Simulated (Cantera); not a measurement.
Mixture: CH₄ : O₂ : N₂ = 1 : 4.08 : 15.3 (molar parts), equivalence ratio 0.49, at 1.01 bar, adiabatic and at constant pressure. Ignition delay is the time to a rise of 400 K.

Cantera simulation using GRI-Mech 3.0 (53 species, 325 reactions); the numbers are that mechanism's predictions, not measurements.

Question: What does this change do: pressure from 1.01 bar to 8.60 bar?

Answer: 
| quantity | before | after |
|---|---|---|
| delay at 1050 K | 0.320 s | 34.4 ms |
| delay at 1200 K | 31.1 ms | 4.10 ms |
| delay at 1350 K | 4.38 ms | 0.722 ms |
| delay at 1500 K | 0.914 ms | 0.165 ms |
| delay at 1650 K | 0.276 ms | 47.4 µs |
| apparent activation energy between 1575 and 1725 K | 160 kJ/mol | 170 kJ/mol |
